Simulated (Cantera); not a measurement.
Feed: 1 mol Fe₂O₃, 2.7 mol C, 3.1 mol N₂, at 0.133 bar.

Cantera equilibrium calculation (NASA polynomials, part measured and part estimated; ideal gas, pure solids and liquids). Candidate condensed phases: C, Fe, Fe(CO)₅, FeO, Fe₂O₃, Fe₃O₄; 27 gas species. Each liquid is taken as pure. Mutual solubility and eutectic melting of coexisting phases are not modelled. The tables' stoichiometric FeO is somewhat more stable than real wüstite, so its field is too wide. FeO: taken at fixed stoichiometry. Rates play no part.

x: gas mole fraction; n: condensed amount in mol.

```json
[
 {"T (K)": "1275", "x N₂": "0.534", "x CO": "0.414", "x CO₂": "0.0517", "x Fe": "?", "x FeO": "1.05e-12", "n Fe(γ)": "2.00", "n Fe(δ)": "0", "n FeO(l)": "0", "n Fe(l)": "0"},
 {"T (K)": "1350", "x N₂": "0.534", "x CO": "0.414", "x CO₂": "0.0517", "x Fe": "?", "x FeO": "1.54e-11", "n Fe(γ)": "2.00", "n Fe(δ)": "0", "n FeO(l)": "0", "n Fe(l)": "0"},
 {"T (K)": "1425", "x N₂": "0.534", "x CO": "0.414", "x CO₂": "0.0517", "x Fe": "?", "x FeO": "1.69e-10", "n Fe(γ)": "2.00", "n Fe(δ)": "0", "n FeO(l)": "0", "n Fe(l)": "0"},
 {"T (K)": "1500", "x N₂": "0.534", "x CO": "0.414", "x CO₂": "0.0517", "x Fe": "?", "x FeO": "1.45e-9", "n Fe(γ)": "2.00", "n Fe(δ)": "0", "n FeO(l)": "0", "n Fe(l)": "0"},
 {"T (K)": "1575", "x N₂": "0.534", "x CO": "0.414", "x CO₂": "0.0517", "x Fe": "?", "x FeO": "1.01e-8", "n Fe(γ)": "2.00", "n Fe(δ)": "0", "n FeO(l)": "0", "n Fe(l)": "0"},
 {"T (K)": "1650", "x N₂": "0.534", "x CO": "0.414", "x CO₂": "0.0517", "x Fe": "?", "x FeO": "5.83e-8", "n Fe(γ)": "2.00", "n Fe(δ)": "0", "n FeO(l)": "0", "n Fe(l)": "0"},
 {"T (K)": "1725", "x N₂": "0.534", "x CO": "0.414", "x CO₂": "0.0517", "x Fe": "?", "x FeO": "2.87e-7", "n Fe(γ)": "0", "n Fe(δ)": "2.00", "n FeO(l)": "0", "n Fe(l)": "0"},
 {"T (K)": "1800", "x N₂": "0.534", "x CO": "0.416", "x CO₂": "0.0496", "x Fe": "?", "x FeO": "1.18e-6", "n Fe(γ)": "0", "n Fe(δ)": "1.99", "n FeO(l)": "0.0124", "n Fe(l)": "0"},
 {"T (K)": "1875", "x N₂": "0.534", "x CO": "0.418", "x CO₂": "0.0468", "x Fe": "?", "x FeO": "4.05e-6", "n Fe(γ)": "0", "n Fe(δ)": "0", "n FeO(l)": "0.0284", "n Fe(l)": "1.97"},
 {"T (K)": "1950", "x N₂": "0.534", "x CO": "0.420", "x CO₂": "0.0445", "x Fe": "?", "x FeO": "1.26e-5", "n Fe(γ)": "0", "n Fe(δ)": "0", "n FeO(l)": "0.0413", "n Fe(l)": "1.95"},
 {"T (K)": "2025", "x N₂": "0.533", "x CO": "0.421", "x CO₂": "0.0425", "x Fe": "?", "x FeO": "3.60e-5", "n Fe(γ)": "0", "n Fe(δ)": "0", "n FeO(l)": "0.0526", "n Fe(l)": "1.93"},
 {"T (K)": "2100", "x N₂": "0.530", "x CO": "0.421", "x CO₂": "0.0405", "x Fe": "?", "x FeO": "9.47e-5", "n Fe(γ)": "0", "n Fe(δ)": "0", "n FeO(l)": "0.0623", "n Fe(l)": "1.89"}
]
```

Problem. Fill in the missing entries.

Solution. 
- 1275, x Fe: 3.96e-9
- 1350, x Fe: 3.22e-8
- 1425, x Fe: 2.10e-7
- 1500, x Fe: 1.13e-6
- 1575, x Fe: 5.12e-6
- 1650, x Fe: 2.03e-5
- 1725, x Fe: 7.07e-5
- 1800, x Fe: 0.000221
- 1875, x Fe: 0.000609
- 1950, x Fe: 0.00154
- 2025, x Fe: 0.00361
- 2100, x Fe: 0.00794
